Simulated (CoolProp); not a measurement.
Aqueous sodium chloride as a coolant, at 26 °C, 1 atm.

Computed with CoolProp (Melinder's fits for secondary coolants).

```
mass %  freezing point (°C)  conductivity (W/(m K))  viscosity (mPa s)  density (kg/m³)  cp (kJ/(kg K))
------  -------------------  ----------------------  -----------------  ---------------  --------------
4.8                    -2.9                     [?]              0.941             1031           3.943
6.4                    -4.0                   0.602              0.970             1042           3.873
7.9                    -5.0                   0.600              0.999             1053           3.812
9.5                    -6.2                   0.599               1.03             1065           3.749
11.1                   -7.4                     [?]               1.07             1076           3.691
12.6                    [?]                   0.596               1.10             1088           3.638
14.2                  -10.1                   0.594               1.15             1100           3.585
15.8                  -11.7                   0.592               1.19             1112           3.535
17.3                  -13.3                   0.591               1.24             1124           3.490
18.9                  -15.1                   0.589               1.30             1136           3.445
20.5                  -17.1                   0.587               1.36             1149           3.403
```

**Question.** Some entries are withheld; supply them.

**Answer.** 
- 4.8, conductivity (W/(m K)): 0.604
- 11.1, conductivity (W/(m K)): 0.597
- 12.6, freezing point (°C): -8.7
